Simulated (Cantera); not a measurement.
A perfectly stirred reactor is fed with CH₄ : C₂H₆ : O₂ : N₂ = 1 : 0.089 : 5.38 : 20.2 (molar parts), at 698 Torr; it is adiabatic with a 500 K inlet, and is followed from long to short residence time, starting on the burning branch (τ in s: 0.059, 0.022, 0.0085, 0.0032, 0.0012, 0.00046, 0.00017, 6.6e-05, 2.5e-05).

Computed with Cantera and GRI-Mech 3.0 (53 species, 325 reactions).

Question: What does this change do: inlet temperature 500 to 725 K?

Answer: 
```csv
quantity,before,after
"blow-out, bracketed by the residence times tried","burning at 1.20 ms, out at 0.460 ms","burning at 0.460 ms, out at 0.170 ms"
x(CH₄) at τ = 59.0 ms,3.21e-5,1.45e-5
x(C₂H₆) at τ = 59.0 ms,7.63e-7,3.30e-7
x(O₂) at τ = 59.0 ms,0.115,0.115
x(C₂H) at τ = 59.0 ms,4.23e-11,1.33e-10
x(H₂O₂) at τ = 59.0 ms,1.73e-7,8.81e-8
x(CH₄) at τ = 1.20 ms,0.000669,0.000194
x(C₂H₆) at τ = 1.20 ms,1.49e-5,4.37e-6
x(O₂) at τ = 1.20 ms,0.120,0.116
x(C₂H) at τ = 1.20 ms,8.20e-11,3.86e-10
x(H₂O₂) at τ = 1.20 ms,1.13e-6,4.37e-7
```

Question: What does this change do: C2H6 0.089 to 0.061 parts?

Answer: 
| quantity | before | after |
|---|---|---|
| blow-out, bracketed by the residence times tried | burning at 1.20 ms, out at 0.460 ms | burning at 3.20 ms, out at 1.20 ms |
| x(CH₄) at τ = 59.0 ms | 3.21e-5 | 3.98e-5 |
| x(C₂H₆) at τ = 59.0 ms | 7.63e-7 | 6.52e-7 |
| x(O₂) at τ = 59.0 ms | 0.115 | 0.119 |
| x(C₂H) at τ = 59.0 ms | 4.23e-11 | 2.06e-11 |
| x(H₂O₂) at τ = 59.0 ms | 1.73e-7 | 1.92e-7 |
| x(CH₄) at τ = 1.20 ms | 0.000669 | 0.0375 |
| x(C₂H₆) at τ = 1.20 ms | 1.49e-5 | 0.00229 |
| x(O₂) at τ = 1.20 ms | 0.120 | 0.202 |
| x(C₂H) at τ = 1.20 ms | 8.20e-11 | <1e-12 |
| x(H₂O₂) at τ = 1.20 ms | 1.13e-6 | <1e-12 |
